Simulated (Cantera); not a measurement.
Source: NASA polynomial tables (part measured, part estimated), evaluated in Cantera. Values are per mole of reaction as written; species without (g) are pure solids or liquids, kept so even where they would boil at 1 bar.

3 CH3OH(g) + 3 Ti2O3 + C ⇌ 2 C2H6(g) + 6 TiO2, with ΔH° = -671.0 kJ and ΔS° = -197.5 J/K at 300 K.

### Question
How far is the shortcut ΔG° ≈ ΔH°(300 K) − T·ΔS°(300 K) from the full temperature-dependent value at 625, 650, 675, 700, 725, 750 K?

### Answer
```csv
T (K),shortcut (kJ),full (kJ),difference (kJ),difference in log10 K
625,-547.6,-545.2,-2.4,0.20
650,-542.6,-539.7,-2.9,0.23
675,-537.7,-534.3,-3.4,0.27
700,-532.8,-528.8,-4.0,0.30
725,-527.8,-523.2,-4.6,0.33
750,-522.9,-517.7,-5.2,0.36
```
The shortcut ignores the heat-capacity change of the reaction.
